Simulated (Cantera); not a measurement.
Feed: 1 mol BF3, 1.5 mol O2, 16 mol N2, held at 1900 K and 88.0 mbar.

Equilibrium computed with Cantera from the NASA thermochemical tables; the gas is ideal and each condensed phase is pure. Candidate condensed phases: B, BN, B2O3; 31 gas species. Rates play no part.

**Question.** What is the equilibrium state?

**Answer.** 
```
Item                                Result
-------------------------------  ---------
x(N2)                                0.862
x(O2)                               0.0787
x(BF3)                              0.0533
x(NO)                              0.00367
x(F)                               0.00131
x(BOF)                            0.000649
x(O)                              0.000282
x(BOF2)                            1.49e-5
x(NO2)                             1.38e-6
gas amount                       18.52 mol
log10 activity of B(s) (absent)     -15.34
```
